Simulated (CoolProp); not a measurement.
A Linde-Hampson liquefier for ethylene: isothermal reversible compression at 320 K from 1 atm to 5 MPa, throttling to 1 atm, return gas leaving the recuperator 0 K below the feed. Each further row changes one setting.

Model: reference Helmholtz-energy equation of state, Smukala 2000, in CoolProp.

| case | liquid yield per pass | compression work (kJ/kg of gas) |
|---|---|---|
| as stated | (withheld) | 347 |
| high pressure 10 MPa | (withheld) | 386 |
| warm-end temperature 350 K | (withheld) | (withheld) |
| warm-end gap 5 K | (withheld) | 347 |

**Question.** Fill in the missing entries.

**Answer.** 
- as stated, liquid yield per pass: 0.121
- high pressure 10 MPa, liquid yield per pass: 0.320
- warm-end temperature 350 K, liquid yield per pass: 0.087
- warm-end temperature 350 K, compression work (kJ/kg of gas): 387
- warm-end gap 5 K, liquid yield per pass: 0.110
